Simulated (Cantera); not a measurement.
Cantera run:

```python
import numpy as np
import cantera as ct

gas_names = """
    B BF BF2 BF3 BH BHF2 BH2 BH3 BN B2 F F2 H HF H2 H2F2 H3F3 H4F4 H5F5 H6F6 H7F7 N NF NF2 NF3 NH NH2
    NH3 N2 N2H2 N2H4
""".split()
cond_names = """
    B(b) B(L) BN(s)
""".split()


# ... load() reads the species with a 1 bar reference pressure and builds the phases ...
atoms = {
    'BN': {'B': 1, 'N': 1},
    'HF': {'H': 1, 'F': 1},
    'N2': {'N': 2},
}
top_T = {'BN(s)': 3200}  # K; cautious upper limits of use, not melting points


# ... equilibrate(T, P, feed) seeds the gas with the atoms and calls Mixture.equilibrate('TP', solver="vcs", rtol=1e-11, max_steps=5000) ...
results = []
feed = {'BN': 1, 'HF': 7, 'N2': 1.2}  # mol
P = 460  # Pa
for T in [1400, 1450, 1500, 1550, 1600, 1650, 1700, 1750, 1800]:
    mix = equilibrate(T, P, feed)
    results.append((T, P, feed, dict(zip(mix.species_names, mix.species_moles))))

top = {s: max(r[3][s] / sum(r[3][g] for g in gas_names) for r in results) for s in gas_names}
cols = sorted((s for s in top if top[s] > 0.0001), key=lambda s: -top[s])[:5]
seen = [c for c in cond_names if any(r[3].get(c, 0) > 1e-12 for r in results)]
print("log10 of partial pressures in bar; condensed amounts in mol")
print(f"{'T/K':>10s}" + "".join(f"{s[:9]:>10s}" for s in cols + seen))
for T, P, feed, n in results:
    ng = sum(n[g] for g in gas_names)
    print(f"{T:10.4g}" + "".join(f"{np.log10(max(n[s] / ng * P / 1e5, 1e-99)):10.3f}" for s in cols)
          + "".join(f"{n.get(c, 0):10.4g}" for c in seen))
```

Result:

```
log10 of partial pressures in bar; condensed amounts in mol
       T/K        HF        N2        H2       BF3       BF2
      1400    -2.649    -3.021    -3.075    -3.251    -7.084
      1450    -2.649    -3.021    -3.075    -3.251    -6.739
      1500    -2.649    -3.021    -3.075    -3.252    -6.417
      1550    -2.649    -3.021    -3.076    -3.252    -6.117
      1600    -2.649    -3.021    -3.076    -3.253    -5.836
      1650    -2.649    -3.021    -3.077    -3.254    -5.574
      1700    -2.648    -3.021    -3.078    -3.256    -5.328
      1750    -2.648    -3.021    -3.080    -3.259    -5.098
      1800    -2.647    -3.022    -3.083    -3.263    -4.885
```

Equilibrium computed with Cantera from the NASA thermochemical tables; the gas is ideal and each condensed phase is pure. The tables' values for BF2 are old estimates; treat these amounts as uncertain.
